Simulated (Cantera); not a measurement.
Charge: 1 mol SiH₂Cl₂, 1.9 mol H₂O, 0.19 mol H₂, at 0.220 bar.

These are equilibrium values from Cantera (NASA tables, ideal gas, pure condensed phases), not measurements of a reactor. Candidate condensed phases: H₂O, Si, SiO₂; 30 gas species. The tables hold silica as quartz up to 1696 K and as liquid above; real silica turns to tridymite and cristobalite and melts near 1996 K. Rates play no part.

Q: What share of the Si ends up in condensed phases as a function of T (K), at 1125, 1225, 1325, 1425, 1525, 1625, 1725, 1825, 1925, 2025?

A: 
```
T (K)  Si condensed (%)               as
-----  ----------------  ---------------
1125               95.0   SiO₂(β-quartz)
1225               95.0   SiO₂(β-quartz)
1325               95.0   SiO₂(β-quartz)
1425               95.0   SiO₂(β-quartz)
1525               94.9   SiO₂(β-quartz)
1625               94.7   SiO₂(β-quartz)
1725               93.8  SiO₂(condensed)
1825               91.9  SiO₂(condensed)
1925               89.7  SiO₂(condensed)
2025               86.9          SiO₂(l)
```
